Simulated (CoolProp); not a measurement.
A simple Rankine cycle with propyne: condensing at 288.15 K, boiler at 2.76 MPa, turbine inlet 368.2 K, turbine efficiency 0.8, pump efficiency 0.6, no recuperator. Each further row changes one setting.

The numbers come from the reference Helmholtz-energy equation of state, Polt 1992 in CoolProp. This equation is an older, rougher fit; its heat capacities, sound speeds and derivatives of the liquid may be far off and weren't checked against measurements.

| case | thermal efficiency (%) | net work (kJ/kg) | heat in (kJ/kg) | turbine exit temperature (K) | volume ratio over the turbine |
|---|---|---|---|---|---|
| as stated | 13.5 | 72.5 | 538 | 288.1 | 6.34 |
| turbine inlet 388.2 K | 14.0 | 82.7 | 592 | 306.1 | 6.06 |
| condensing temperature 280.15 K | 14.9 | 82.6 | 556 | 280.1 | 8.04 |
| boiler pressure 1.93 MPa | 11.7 | 67.4 | 574 | 304.4 | 4.21 |
| turbine efficiency 0.7 | 11.7 | 62.7 | 538 | 288.1 | 6.47 |

The expansion ends wet for: as stated; condensing temperature 280.15 K; turbine efficiency 0.7.
